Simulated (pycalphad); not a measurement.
All values are pycalphad results on the COST 507 light-alloy database (1999) (1 atm), not direct measurements. The data set is of 1999 and partly superseded. Phase fractions are per mole of atoms.

**Question.** Give the equilibrium state of Si-1.969Cu (wt.%) at 850 K.

**Answer.** diamond (Si), fraction 0.988, with no Cu wt.%; CU19SI6_ETA, fraction 0.012, with 87.8 Cu wt.%.

**Question.** Give the equilibrium state of Si-1.969Cu (wt.%) at 1150 K.

**Answer.** 
```
T = 1150.00 K, P = 101325 Pa, N = 1 mol of atoms
G = -38008 J/mol, H = 21134 J/mol, S = 51.43 J/(mol K)  (SER reference)
chemical potentials (J/mol): Si -37765, Cu -65402
phase             fraction      x(Si)      x(Cu)
DIAMOND_A4          0.9866     1.0000       none
LIQUID              0.0134     0.3441     0.6559
```

Database names, with the compositions (at.%) that they take in these runs: CU19SI6_ETA: Cu 76 Si 24. DIAMOND_A4 is diamond (Si). An entry "none" or "no" means that the model of the phase leaves that element out.
